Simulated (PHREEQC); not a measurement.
A PHREEQC speciation (ion-association model, wateq4f.dat) at 25 °C gives pH 12.67 and these molalities:

| species | mol/kgw |
|---|---|
| OH- | 0.0605 |
| Sr+2 | 0.0285 |
| SrOH+ | 0.00350 |

### Question
What are the element totals, and what could have been dissolved in 1 kg of water to give them?

### Answer
One answer among several that fit: totals Sr 0.0320 mol/kgw, from 0.032 mol Sr(OH)2 per kg of water.

This is a speciation only: nothing precipitates in the calculation.
